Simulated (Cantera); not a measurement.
Input: 1 mol MgCl2, 0.072 mol O2, 1.1 mol N2, held at 0.00900 Torr.

Cantera equilibrium calculation (NASA polynomials, part measured and part estimated; ideal gas, pure solids and liquids). Candidate condensed phases: Mg, MgCl2, MgO; 18 gas species. Equilibrium is a limit: real reactors are often held back by kinetics, nucleation or transport.

log p: log10 of the partial pressure in bar; n: condensed amount in mol.

| T (K) | log p N2 | log p Cl | log p MgCl2 | log p Mg | log p Cl2 | log p O | n MgO(s) |
|---|---|---|---|---|---|---|---|
| 1098 | -5.22 | -6.06 | -5.33 | <-16 | -6.45 | -13.06 | 0.144 |
| 1198 | -5.23 | -5.87 | -5.34 | <-16 | -7.06 | -11.85 | 0.143 |
| 1298 | -5.23 | -5.82 | -5.34 | (withheld) | (withheld) | (withheld) | 0.143 |
| 1398 | -5.23 | -5.82 | -5.34 | (withheld) | (withheld) | (withheld) | 0.143 |
| 1498 | -5.23 | -5.81 | -5.34 | -10.19 | -9.15 | -9.97 | 0.144 |
| 1598 | -5.23 | -5.81 | -5.34 | -8.48 | -9.69 | -9.52 | 0.144 |
| 1698 | -5.24 | -5.77 | -5.36 | -7.06 | -10.10 | -9.04 | 0.144 |
| 1798 | -5.28 | -5.58 | -5.47 | -6.21 | -10.15 | -8.21 | 0.141 |
| 1898 | -5.38 | -5.37 | -5.80 | -5.76 | -10.11 | -7.15 | 0.0928 |
| 1998 | -5.48 | -5.27 | -6.51 | -5.58 | -10.27 | -6.67 | 0 |
| 2098 | -5.50 | -5.25 | -7.43 | -5.55 | -10.55 | -6.52 | 0 |

Task: Complete the blanks.

Result: 
- 1298, log p Mg: -14.40
- 1298, log p Cl2: -7.82
- 1298, log p O: -11.08
- 1398, log p Mg: -12.15
- 1398, log p Cl2: -8.53
- 1398, log p O: -10.47
